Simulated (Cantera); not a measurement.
Feed: 1 mol SiC, 0.56 mol N2O, 8.1 mol H2, held at 0.0135 Torr.

Equilibrium computed with Cantera from the NASA thermochemical tables; the gas is ideal and each condensed phase is pure. Candidate condensed phases: C, C6H6, C7H8, C8H18, H2O, Si, SiC, SiO2, Si2N2O, Si3N4; 151 gas species. Mutual solubility and eutectic melting of coexisting phases are not modelled. The numbers say what is thermodynamically allowed, not how fast it happens.

**Question.** Which condensed phases are stable at each of these points (T (°C)): 802, 852, 902, 952, 1002, 1052, 1102, 1152?

**Answer.** 
| T (°C) | condensed phases | Si condensed (%) |
|---|---|---|
| 802 | C(graphite) + Si2N2O(s) | 100.0 |
| 852 | C(graphite) + SiC(s) + Si2N2O(s) | 100.0 |
| 902 | SiC(s) + Si2N2O(s) | 100.0 |
| 952 | SiC(s) + Si2N2O(s) | 99.8 |
| 1002 | SiC(s) + Si2N2O(s) | 98.8 |
| 1052 | SiC(s) + Si2N2O(s) | 92.7 |
| 1102 | SiC(s) | 72.0 |
| 1152 | SiC(s) | 72.0 |

At 802 °C the condensed part is C(graphite) + Si2N2O(s). At 852 °C the condensed part is C(graphite) + SiC(s) + Si2N2O(s). From 902 °C to 1052 °C the condensed part is SiC(s) + Si2N2O(s). From 1102 °C to 1152 °C the condensed part is SiC(s).
